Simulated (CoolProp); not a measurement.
Properties of the fluoroketone C6F12O (FK-5-1-12) along the isotherm 31.05 °C (Tc = 168.7 °C, pc = 1.869 MPa, ω = 0.471).

The numbers come from the reference Helmholtz-energy equation of state, McLinden 2015 in CoolProp.

```csv
p (MPa),phase,cp (kJ/(kg K)),speed of sound (m/s),expansivity (1/kK)
0.175,liquid,1.106,___,1.937
0.35,liquid,1.106,487.3,1.929
0.526,liquid,1.105,488.8,1.920
0.701,liquid,1.105,490.4,1.912
0.876,liquid,1.104,491.9,1.904
1.05,liquid,1.104,493.4,1.896
1.23,liquid,1.103,495.0,1.888
1.4,liquid,1.103,496.4,1.880
1.58,liquid,1.103,___,1.872
1.75,liquid,1.102,499.4,1.864
1.93,liquid,1.102,500.9,1.857
2.1,liquid,1.101,502.4,1.849
2.28,liquid,1.101,___,___
2.45,liquid,1.101,___,1.835
2.63,liquid,1.100,506.7,1.828
2.8,liquid,1.100,508.1,1.821
```

Question: Complete the blanks.

Answer: 
- 0.175, speed of sound (m/s): 485.7
- 1.58, speed of sound (m/s): 498.0
- 2.28, speed of sound (m/s): 503.9
- 2.28, expansivity (1/kK): 1.842
- 2.45, speed of sound (m/s): 505.3
